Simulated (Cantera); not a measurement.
Input: 1 mol NF3, 1.6 mol O2, 0.05 mol H2O, at 2825 °C and 3.40 mbar.

Equilibrium computed with Cantera from the NASA thermochemical tables; the gas is ideal and each condensed phase is pure. Candidate condensed phases: H2O; 40 gas species. Equilibrium is a limit: real reactors are often held back by kinetics, nucleation or transport.

Base state: F 0.444, O 0.436, N2 0.0731, O2 0.0263, HF 0.0124, NO 0.00577, H 0.00269, OH 0.000147 (mole fractions); condensed: gas only.

Q: What changes in the equilibrium state with this change: H2O from 0.05 to 0.63 mol?

A: 
```csv
species,before,after
O,0.436,0.452
F,0.444,0.280
HF,0.0124,0.124
H,0.00269,0.0428
N2,0.0731,0.0645
O2,0.0263,0.0282
H2O,8.45e-8,2.22e-5
H2,5.51e-7,0.000140
OH,0.000147,0.00243
N,0.000119,0.000112
```
